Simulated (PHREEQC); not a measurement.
HCl is added in steps, without added water, to 1 kg of water holding 0.15 mol NaOH, 0.00029 mol CO2 and 0.00088 mol K2CO3, at 25 °C. Oxygen is held at 0.21 atm. The system is closed to CO2. The run lets Halite, Sylvite precipitate or redissolve, and no other solid.

Base run: PHREEQC, ion-association model, phreeqc.dat. Each further column changes one thing. The table gives CO2 (mol/kgw).

```tsv
HCl added (mol)	base	CO2 left out	NaOH from 0.15 to 0.03 mol/kgw	no solid may form
0	8.09e-14	6.04e-14	(withheld)	8.09e-14
0.02667	1.20e-13	8.94e-14	4.02e-10	1.20e-13
0.05333	1.96e-13	(withheld)	0.00117	1.96e-13
0.08	3.76e-13	(withheld)	0.00117	3.76e-13
0.1067	9.90e-13	7.25e-13	0.00117	9.90e-13
0.1333	6.98e-12	(withheld)	0.00117	6.98e-12
0.16	0.00117	0.000878	0.00117	0.00117
```

**Question.** Fill in the missing entries.

**Answer.** 
- 0, NaOH from 0.15 to 0.03 mol/kgw: 3.79e-12
- 0.05333, CO2 left out: 1.46e-13
- 0.08, CO2 left out: 2.78e-13
- 0.1333, CO2 left out: 4.89e-12
